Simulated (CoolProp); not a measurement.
Properties of octamethyltrisiloxane (MDM) along the isotherm 444.5 K (Tc = 565.4 K, pc = 14.38 bar, ω = 0.528).

Model: reference Helmholtz-energy equation of state, Thol 2017, in CoolProp.

| p (bar) | phase | cv (kJ/(kg K)) | speed of sound (m/s) | Joule-Thomson coefficient (K/MPa) | isothermal compressibility (1/MPa) |
|---|---|---|---|---|---|
| 0.553 | gas | 1.766 | 122.2 | 20.13 | 18.72 |
| 1.11 | gas | 1.772 | 117.8 | 21.71 | 9.726 |
| 1.66 | liquid | 1.836 | 446.6 | -0.04694 | 0.009098 |
| 2.21 | liquid | 1.836 | 447.7 | -0.04945 | 0.009043 |
| 2.76 | liquid | 1.835 | 448.9 | -0.05193 | ___ |
| 3.32 | liquid | 1.835 | 450.1 | -0.05443 | 0.008933 |
| 3.87 | liquid | 1.835 | 451.3 | -0.05685 | 0.008880 |
| 4.42 | liquid | 1.835 | 452.5 | ___ | 0.008828 |
| 4.98 | liquid | 1.835 | 453.6 | -0.06164 | 0.008775 |
| 5.53 | liquid | 1.835 | 454.8 | -0.06397 | 0.008724 |
| 6.08 | liquid | 1.835 | 455.9 | -0.06627 | 0.008673 |
| 6.63 | liquid | 1.835 | 457.1 | -0.06854 | 0.008624 |
| 7.19 | liquid | 1.835 | 458.2 | ___ | 0.008574 |

Task: Some entries are withheld; supply them.

Result: 
- 2.76, isothermal compressibility (1/MPa): 0.008988
- 4.42, Joule-Thomson coefficient (K/MPa): -0.05923
- 7.19, Joule-Thomson coefficient (K/MPa): -0.07083
